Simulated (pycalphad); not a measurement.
CALPHAD calculation (pycalphad, COST 507 light-alloy database (1999)), 1 atm. The data set is of 1999 and partly superseded. Phase fractions are per mole of atoms. Kinetics are ignored, which matters at the lower temperatures.

**Question.** Give the equilibrium state of Al-6.4Mg-10.73Si (at.%) at 410 K.

**Answer.** 
```
T = 410.00 K, P = 101325 Pa, N = 1 mol of atoms
G = -13738 J/mol, H = 664 J/mol, S = 35.12 J/(mol K)  (SER reference)
chemical potentials (J/mol): Al -12069, Mg -44783, Si -8104
phase             fraction      x(Al)      x(Mg)      x(Si)
FCC_A1              0.8287     1.0000   1.17e-05   1.05e-05
MG2SI               0.0960       none     0.6667     0.3333
DIAMOND_A4          0.0753   3.09e-14       none     1.0000
```

Database names, with the compositions (at.%) that they take in these runs: MG2SI: Mg 67 Si 33. FCC_A1 is fcc; DIAMOND_A4 is diamond (Si). An entry "none" or "no" means that the model of the phase leaves that element out.
